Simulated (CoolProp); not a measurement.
Vapour-liquid equilibrium of R113 (1) + n-heptane (2) at 0.0816 MPa; x and y are mole fractions of (1).

Computed with CoolProp (multi-fluid Helmholtz-energy mixture model, Marx 1992 and Span 2003; pair parameters Bell 2016).

```csv
x,"bubble temperature, mixture model (K)","bubble temperature, Raoult's law (K)","y, mixture model","y, Raoult's law"
0.05,358.0,359.2,0.214,0.190
0.15,347.8,350.6,0.492,0.455
0.25,340.1,343.5,0.653,0.623
0.35,334.2,337.6,0.752,0.736
0.45,329.6,332.6,0.819,0.815
0.55,325.9,328.3,0.867,0.872
0.65,322.8,324.5,0.904,0.914
0.75,320.2,321.2,0.934,0.947
0.85,317.7,318.3,0.961,0.972
0.95,315.5,315.6,0.987,0.992
```

The largest gap from Raoult's law is -3.4 K in bubble temperature, at x = 0.35. No azeotrope shows between x = 0.05 and 0.95.

The pair parameters rest on a limited set of measurements; away from them the model extrapolates.
